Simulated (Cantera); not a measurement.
Thermodynamics of sublimation and decomposition of ceramics, feed ZrN + H2

Feed: 1 mol ZrN, 9.6 mol H2, equilibrated at 1 atm.

Method: chemical equilibrium by Gibbs-energy minimisation in Cantera with the NASA 1993 tables (ideal gas, pure condensed phases). Candidate condensed phases: Zr, ZrN; 11 gas species. Mutual solubility and eutectic melting of coexisting phases are not modelled. ZrN: taken at fixed stoichiometry. Condensed phases not in the tables: N, O or C dissolved in the metal. Rates play no part.

From 1773 K to 2598 K the condensed part is ZrN(s). From 2673 K to 2748 K the condensed part is Zr(l) + ZrN(s).

```
T (K)   x H2       x H      x N2      x Zr     x NH3       x N     x NH2  n ZrN(s)   n Zr(l)
-----  -----  --------  --------  --------  --------  --------  --------  --------  --------
1773   1.000  0.000283  1.23e-12  2.35e-11  3.48e-11    <1e-12    <1e-12      1.00         0
1848   0.999  0.000527  1.10e-11  1.11e-10  8.88e-11    <1e-12    <1e-12      1.00         0
1923   0.999  0.000935  9.76e-11  4.26e-10  2.30e-10    <1e-12    <1e-12      1.00         0
1998   0.998   0.00159  5.82e-10   1.66e-9  4.91e-10    <1e-12  2.78e-12      1.00         0
2073   0.997   0.00261   2.66e-9   6.25e-9  9.29e-10    <1e-12  8.87e-12      1.00         0
2148   0.996   0.00413   1.02e-8   2.21e-8   1.63e-9    <1e-12  2.53e-11      1.00         0
2223   0.994   0.00634   3.50e-8   7.29e-8   2.70e-9  3.04e-12  6.60e-11     1.000         0
2298   0.991   0.00947   1.09e-7   2.23e-7   4.31e-9  1.25e-11  1.61e-10     1.000         0
2373   0.986    0.0138   3.28e-7   6.23e-7   6.79e-9  4.82e-11  3.77e-10     1.000         0
2448   0.980    0.0196   1.06e-6   1.53e-6   1.11e-8  1.83e-10  8.97e-10     1.000         0
2523   0.973    0.0272   3.17e-6   3.54e-6   1.76e-8  6.39e-10   2.02e-9     1.000         0
2598   0.963    0.0371   8.92e-6   7.81e-6   2.69e-8   2.08e-9   4.33e-9     1.000         0
2673   0.950    0.0496   2.37e-5   1.65e-5   4.02e-8   6.33e-9   8.85e-9     1.000  0.000304
2748   0.935    0.0652   5.95e-5   3.33e-5   5.82e-8   1.81e-8   1.73e-8     0.999  0.000851
```
x: gas mole fraction; n: condensed amount in mol.
